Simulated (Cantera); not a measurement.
Input (Python, Cantera):

```python
import numpy as np
import cantera as ct

gas = ct.Solution("h2o2.yaml")


def delay(T, t_max=10):
    gas.TPX = T, 1000000, {'H2': 1, 'O2': 0.294, 'N2': 1.11}
    reactor = ct.IdealGasConstPressureReactor(gas, clone=False)
    net = ct.ReactorNet([reactor])
    net.rtol, net.atol = 1e-8, 1e-16
    while net.time < t_max:
        t_old, T_old = net.time, reactor.T
        net.step()
        if reactor.T > T + 400:  # ignition: a rise of 400 K
            return t_old + (T + 400 - T_old) / (reactor.T - T_old) * (net.time - t_old)
    return np.nan


taus = []
for T in [1323, 1423, 1523, 1623, 1723, 1823, 1923, 2023, 2123, 2223]:
    taus.append(delay(T))
    print(f"T0 = {T:6g} K   tau = {taus[-1]:.4e} s")

# d ln(tau) / d ln(k), from doubling and halving each rate constant
T, sens = 1723, []
for i in range(gas.n_reactions):
    gas.set_multiplier(2.0, i)
    up = delay(T)
    gas.set_multiplier(0.5, i)
    down = delay(T)
    gas.set_multiplier(1.0, i)
    sens.append((np.log(up / down) / np.log(4.0), gas.reaction(i).equation))
sens.sort(key=lambda x: -abs(x[0]))
print(f"sensitivities at {T} K")
for s, eq in sens[:10]:
    print(f"{s:8.3f}  {eq}")
```

Result:

```
T0 =   1323 K   tau = 4.3493e-06 s
T0 =   1423 K   tau = 2.1841e-06 s
T0 =   1523 K   tau = 1.4144e-06 s
T0 =   1623 K   tau = 1.0256e-06 s
T0 =   1723 K   tau = 7.9830e-07 s
T0 =   1823 K   tau = 6.5618e-07 s
T0 =   1923 K   tau = 5.6572e-07 s
T0 =   2023 K   tau = 5.0945e-07 s
T0 =   2123 K   tau = 4.7713e-07 s
T0 =   2223 K   tau = 4.6259e-07 s
sensitivities at 1723 K
  -0.654  H + O2 <=> O + OH
  -0.109  H2 + O <=> H + OH
  -0.080  H2 + OH <=> H + H2O
  -0.072  H + HO2 <=> H2 + O2
  -0.040  H + O2 + H2O <=> HO2 + H2O
  -0.016  H + HO2 <=> 2 OH
  -0.015  H + OH + M <=> H2O + M
   0.010  H + O2 + M <=> HO2 + M
  -0.009  2 H + H2O <=> H2 + H2O
  -0.008  H + H2O2 <=> H2 + HO2
```

Cantera simulation using the H2/O2 subset of GRI-Mech 3.0, which has no nitrogen chemistry; the numbers are that mechanism's predictions, not measurements. The hydrogen kinetics of GRI-Mech 3.0 are dated; newer H2 mechanisms differ, most at raised pressure. Where the delays flatten at high temperature, the 400 K rule measures the pace of heat release, not the induction time.
